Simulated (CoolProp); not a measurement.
A simple Rankine cycle with ammonia: condensing at 296.15 K, boiler at 6.26 MPa, turbine inlet 413.2 K, turbine efficiency 0.85, pump efficiency 0.8, no recuperator. Each further row changes one setting.

The numbers come from the reference Helmholtz-energy equation of state, Gao 2020 in CoolProp.

```
case                             thermal efficiency (%)  net work (kJ/kg)  heat in (kJ/kg)  turbine exit temperature (K)  volume ratio over the turbine
-------------------------------  ----------------------  ----------------  ---------------  ----------------------------  -----------------------------
as stated                                             …               204             1320                         296.1                              …
turbine inlet 433.2 K                              16.0               223             1390                         296.1                           4.88
condensing temperature 288.15 K                       …                 …                …                         288.1                           6.50
boiler pressure 4.38 MPa                           13.5               186                …                             …                           3.59
turbine efficiency 0.75                            13.6               179             1320                         296.1                           5.26
```

**Question.** Fill in the missing entries.

**Answer.** 
- as stated, thermal efficiency (%): 15.5
- as stated, volume ratio over the turbine: 5.15
- condensing temperature 288.15 K, thermal efficiency (%): 16.9
- condensing temperature 288.15 K, net work (kJ/kg): 229
- condensing temperature 288.15 K, heat in (kJ/kg): 1360
- boiler pressure 4.38 MPa, heat in (kJ/kg): 1380
- boiler pressure 4.38 MPa, turbine exit temperature (K): 302.7

The expansion ends wet for: as stated; turbine inlet 433.2 K; condensing temperature 288.15 K; turbine efficiency 0.75.
